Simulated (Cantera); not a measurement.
What does this Cantera script print?

```python
import numpy as np
import cantera as ct

gas_names = [...]  # 123 gases of nasa_gas.yaml made of C, H, O, Si
cond_names = """
    C(gr) C6H6(L) C7H8(L) C8H18(L),n-octa H2O(s) H2O(L) Si(cr) Si(L) SiC(b) SiO2(Lqz) SiO2(hqz) SiO2(L)
""".split()


# ... load() reads the species with a 1 bar reference pressure and builds the phases ...
atoms = {
    'Si2H6': {'Si': 2, 'H': 6},
    'CO2': {'C': 1, 'O': 2},
    'H2': {'H': 2},
}
top_T = {'C(gr)': 4500, 'SiC(b)': 3050}  # K; cautious upper limits of use, not melting points


# ... equilibrate(T, P, feed) seeds the gas with the atoms and calls Mixture.equilibrate('TP', solver="vcs", rtol=1e-11, max_steps=5000) ...
results = []
feed = {'Si2H6': 1, 'CO2': 3, 'H2': 6.2}  # mol
P = 100000  # Pa
for T in [900, 950, 1000, 1050, 1100, 1150, 1200, 1250, 1300]:
    mix = equilibrate(T, P, feed)
    results.append((T, P, feed, dict(zip(mix.species_names, mix.species_moles))))

top = {s: max(r[3][s] / sum(r[3][g] for g in gas_names) for r in results) for s in gas_names}
cols = sorted((s for s in top if top[s] > 0.001), key=lambda s: -top[s])[:9]
seen = [c for c in cond_names if any(r[3].get(c, 0) > 1e-12 for r in results)]
print("log10 of partial pressures in bar; condensed amounts in mol")
print(f"{'T/K':>10s}" + "".join(f"{s[:9]:>10s}" for s in cols + seen))
for T, P, feed, n in results:
    ng = sum(n[g] for g in gas_names)
    print(f"{T:10.4g}" + "".join(f"{np.log10(max(n[s] / ng * P / 1e5, 1e-99)):10.3f}" for s in cols)
          + "".join(f"{n.get(c, 0):10.4g}" for c in seen))
```

Result:

```
log10 of partial pressures in bar; condensed amounts in mol
       T/K        H2        CO       CH4       H2O       CO2     C(gr) SiO2(hqz)
       900    -0.179    -1.171    -0.864    -0.965    -1.594    0.9755         2
       950    -0.142    -0.984    -1.060    -1.155    -1.744     1.008         2
      1000    -0.120    -0.867    -1.261    -1.390    -1.980    0.9625         2
      1050    -0.108    -0.804    -1.457    -1.653    -2.279    0.9221         2
      1100    -0.100    -0.774    -1.645    -1.922    -2.602    0.9113         2
      1150    -0.095    -0.760    -1.821    -2.184    -2.924    0.9193         2
      1200    -0.092    -0.754    -1.985    -2.432    -3.231    0.9332         2
      1250    -0.090    -0.751    -2.139    -2.663    -3.518    0.9469         2
      1300    -0.089    -0.749    -2.282    -2.878    -3.785    0.9584         2
```

Cantera equilibrium calculation (NASA polynomials, part measured and part estimated; ideal gas, pure solids and liquids). The feed counts by its element totals alone. The tables hold silica as quartz up to 1696 K and as liquid above; real silica turns to tridymite and cristobalite and melts near 1996 K.
